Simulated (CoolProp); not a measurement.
Computed with CoolProp (reference Helmholtz-energy equation of state, Thol 2015).

Problem. Give the vapour pressure (kPa), liquid density (kg/m³), vapour density (kg/m³), enthalpy of vaporisation (kJ/kg) of saturated 1,2-dichloroethane at 102.15, 179.55 °C.

Solution. 
```
T (°C)  p (kPa)  liquid density (kg/m³)  vapour density (kg/m³)  enthalpy of vaporisation (kJ/kg)
------  -------  ----------------------  ----------------------  --------------------------------
102.15      176                    1130                    5.84                               314
179.55     1010                     981                    31.4                               258
```
